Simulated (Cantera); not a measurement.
Feed: 1 mol SiHCl₃, 0.76 mol NH₃, 6.8 mol N₂, held at 1348 K and 13.0 mbar.

Equilibrium computed with Cantera from the NASA thermochemical tables; the gas is ideal and each condensed phase is pure. Candidate condensed phases: NH₄Cl, Si, Si₃N₄; 28 gas species. The tables' values for SiCl₃ are old estimates; treat these amounts as uncertain. Kinetics and transport are ignored.

Base state: N₂ 0.694, HCl 0.214, H₂ 0.0631, SiCl₄ 0.0173, SiCl₂ 0.00662, SiCl₃ 0.00477, SiHCl₃ 0.000289, Cl 1.44e-5 (mole fractions); condensed: Si₃N₄(s).

Q: What changes in the equilibrium state with this change: SiHCl₃ replaced by SiH₄?

A: 
```tsv
species	before	after
N₂	0.694	0.675
H₂	0.0631	0.325
H	5.10e-6	1.16e-5
HCl	0.214	0
SiCl₄	0.0173	0
SiCl₂	0.00662	0
SiCl₃	0.00477	0
SiHCl₃	0.000289	0
Si₃N₄(s), mol	0.240	0.333
```
